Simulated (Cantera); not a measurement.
Charge: 1 mol Si₃N₄, 0.014 mol CO₂, 3.4 mol N₂, equilibrated at 1.33 mbar.

Equilibrium computed with Cantera from the NASA thermochemical tables; the gas is ideal and each condensed phase is pure. Candidate condensed phases: C, Si, SiC, SiO₂, Si₂N₂O, Si₃N₄; 34 gas species. Mutual solubility and eutectic melting of coexisting phases are not modelled. Kinetics and transport are ignored.

**Question.** What share of the Si ends up in condensed phases as a function of T (K), at 1023, 1123, 1223, 1323, 1423, 1523, 1623, 1723, 1823, 1923, 2023, 2123, 2223?

**Answer.** 
```tsv
T (K)	Si condensed (%)	as
1023	100.0	Si₂N₂O(s) + Si₃N₄(s)
1123	100.0	Si₂N₂O(s) + Si₃N₄(s)
1223	100.0	Si₂N₂O(s) + Si₃N₄(s)
1323	100.0	SiC(s) + Si₂N₂O(s) + Si₃N₄(s)
1423	100.0	SiC(s) + Si₂N₂O(s) + Si₃N₄(s)
1523	100.0	SiC(s) + Si₂N₂O(s) + Si₃N₄(s)
1623	99.2	SiC(s) + Si₃N₄(s)
1723	99.0	Si(l) + SiC(s)
1823	98.5	Si(l) + SiC(s)
1923	96.7	Si(l) + SiC(s)
2023	90.3	Si(l)
2123	70.4	Si(l)
2223	0.0	-
```
